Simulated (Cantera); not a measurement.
A perfectly stirred reactor is fed with 3.23 % CH4, 96.8 % N2, at 0.0267 bar; it is held at 1825 K, and followed from long to short residence time.

Detailed kinetics in Cantera: GRI-Mech 3.0 (53 species, 325 reactions). GRI-Mech 3.0 stops at C3 and has no aromatics, soot or wall deposition, so with more carbon than oxygen in the feed, carbon stays in small species such as C2H2 where larger ones or solid carbon would form. Radical loss at walls, strong at low pressure, is not modelled.

Problem. Predict: x(CH4) at τ = 3.80 s; x(CH3) at τ = 3.80 s; x(H) at τ = 3.80 s; x(C2H) at τ = 3.80 s; x(C2H2) at τ = 3.80 s; x(CH4) at τ = 30.0 ms; x(CH3) at τ = 30.0 ms; x(H) at τ = 30.0 ms; x(C2H) at τ = 30.0 ms; x(C2H2) at τ = 30.0 ms.

Solution. 
```
Property                  Result
----------------------  --------
x(CH4) at τ = 3.80 s     0.00119
x(CH3) at τ = 3.80 s    0.000147
x(H) at τ = 3.80 s      0.000280
x(C2H) at τ = 3.80 s     9.00e-7
x(C2H2) at τ = 3.80 s     0.0148
x(CH4) at τ = 30.0 ms     0.0214
x(CH3) at τ = 30.0 ms    0.00103
x(H) at τ = 30.0 ms      4.70e-5
x(C2H) at τ = 30.0 ms    1.29e-7
x(C2H2) at τ = 30.0 ms   0.00392
```
